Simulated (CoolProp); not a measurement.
Vapour-liquid equilibrium of CHF3 (R23) (1) + R152A (2) at 1.12 bar; x and y are mole fractions of (1).

The numbers come from the multi-fluid Helmholtz-energy mixture model, Penoncello 2003 and Outcalt 1996; pair parameters Bell 2016 in CoolProp.

```csv
x,bubble temperature (K),y at the bubble point,dew temperature at overall composition x (K),liquid density (mol/L)
0.05,242.7,0.348,250.3,15.64
0.125,232.4,0.633,248.6,16.18
0.2,224.7,0.778,246.7,16.65
0.275,218.6,0.858,244.8,17.09
0.35,213.7,___,242.6,17.49
0.425,209.7,0.936,240.3,17.88
0.5,206.4,0.956,237.8,18.26
0.575,203.5,0.969,234.9,18.62
0.65,201.1,0.979,231.7,___
0.725,198.9,0.986,227.8,19.33
0.8,197.0,0.991,223.2,___
0.875,195.3,0.995,___,20.01
0.95,193.8,0.998,207.4,20.34
```

Q: Some entries are withheld; supply them.

A: 
- 0.35, y at the bubble point: 0.906
- 0.65, liquid density (mol/L): 18.98
- 0.8, liquid density (mol/L): 19.67
- 0.875, dew temperature at overall composition x (K): 217.0

No azeotrope shows between x = 0.05 and 0.95.

Pair parameters are fitted to limited data, so mixtures are less certain than the pure fluids.
